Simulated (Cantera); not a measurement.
Gas mixture: NO = 0.35 (molar parts), at 1.50 bar, frozen composition.

Cantera's kinetic-theory transport with the Lennard-Jones parameters of GRI-Mech 3.0, ideal gas; thermal conductivity in the mixture-averaged form.

One state of this run: ρ (kg/m³) = 0.541; cp (J/kg/K) = 1133; μ (µPa s) = 42.9; λ (mW/m/K) = 68.6; Pr = 0.709; D (cm²/s) OH = 1.63; D (cm²/s) NO = 0.000; D (cm²/s) CH3 = 1.19. D: mixture-averaged diffusion coefficient of that species in the mixture.

### Question
Which value of T (K) does it belong to?
A. 400
B. 800
C. 900
D. 1000

### Answer
D, 1000
